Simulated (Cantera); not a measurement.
What does this Cantera script print?

```python
import numpy as np
import cantera as ct

gas = ct.Solution("gri30.yaml")


def delay(T, t_max=10):
    gas.TPX = T, 1000000, {'CH4': 1, 'H2': 0.11, 'O2': 1.87, 'N2': 7.02, 'C2H6': 0.15}
    reactor = ct.IdealGasConstPressureReactor(gas, clone=False)
    net = ct.ReactorNet([reactor])
    net.rtol, net.atol = 1e-8, 1e-16
    while net.time < t_max:
        t_old, T_old = net.time, reactor.T
        net.step()
        if reactor.T > T + 400:  # ignition: a rise of 400 K
            return t_old + (T + 400 - T_old) / (reactor.T - T_old) * (net.time - t_old)
    return np.nan


taus = []
for T in [1225, 1300, 1375, 1450, 1525, 1600, 1675, 1750, 1825]:
    taus.append(delay(T))
    print(f"T0 = {T:6g} K   tau = {taus[-1]:.4e} s")
```

Result:

```
T0 =   1225 K   tau = 4.3405e-04 s
T0 =   1300 K   tau = 1.9361e-04 s
T0 =   1375 K   tau = 9.8612e-05 s
T0 =   1450 K   tau = 5.4258e-05 s
T0 =   1525 K   tau = 3.1172e-05 s
T0 =   1600 K   tau = 1.8450e-05 s
T0 =   1675 K   tau = 1.1249e-05 s
T0 =   1750 K   tau = 7.0989e-06 s
T0 =   1825 K   tau = 4.6577e-06 s
```

Computed with Cantera and GRI-Mech 3.0 (53 species, 325 reactions).
